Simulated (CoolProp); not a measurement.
The numbers come from the reference Helmholtz-energy equation of state, Span 1996 in CoolProp.

### Question
For carbon dioxide, give the phase and the cv (kJ/(kg K)), conductivity (mW/(m K)) at 221.6 K and 0.233 MPa; 221.6 K and 0.415 MPa.

### Answer
- 221.6 K and 0.233 MPa: gas; cv 0.595, conductivity 11.2
- 221.6 K and 0.415 MPa: gas; cv 0.616, conductivity 11.3

Thermal conductivity comes from a separate model (Huber 2016).
